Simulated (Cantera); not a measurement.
Feed: 1 mol HMDSO, 0.15 mol H₂O, 77 mol N₂, equilibrated at 6.60 Pa.

These are equilibrium values from Cantera (NASA tables, ideal gas, pure condensed phases), not measurements of a reactor. Candidate condensed phases: C, C₆H₆, C₇H₈, C₈H₁₈, H₂O, Si, SiC, SiO₂, Si₂N₂O, Si₃N₄; 151 gas species. The feed counts by its element totals alone. N₂ is the only nitrogen source here; it is nearly inert below about 1500 K, so the nitride shown seldom forms there in practice. Equilibrium is a limit: real reactors are often held back by kinetics, nucleation or transport.

Which condensed phases are stable at each of these points (T (°C)): 600, 700, 800, 900, 1000, 1100, 1200, 1300, 1400, 1500, 1600, 1700, 1800?


```
T (°C)         condensed phases  Si condensed (%)
------  -----------------------  ----------------
600     C(graphite) + Si₂N₂O(s)             100.0
700     C(graphite) + Si₂N₂O(s)             100.0
800     C(graphite) + Si₂N₂O(s)             100.0
900     C(graphite) + Si₂N₂O(s)             100.0
1000       C(graphite) + SiC(s)             100.0
1100       C(graphite) + SiC(s)              99.9
1200       C(graphite) + SiC(s)              99.9
1300       C(graphite) + SiC(s)              99.8
1400       C(graphite) + SiC(s)              99.4
1500       C(graphite) + SiC(s)              96.6
1600       C(graphite) + SiC(s)              78.8
1700                C(graphite)               0.0
1800                C(graphite)               0.0
```

From 600 °C to 900 °C the condensed part is C(graphite) + Si₂N₂O(s). From 1000 °C to 1600 °C the condensed part is C(graphite) + SiC(s). From 1700 °C to 1800 °C the condensed part is C(graphite).
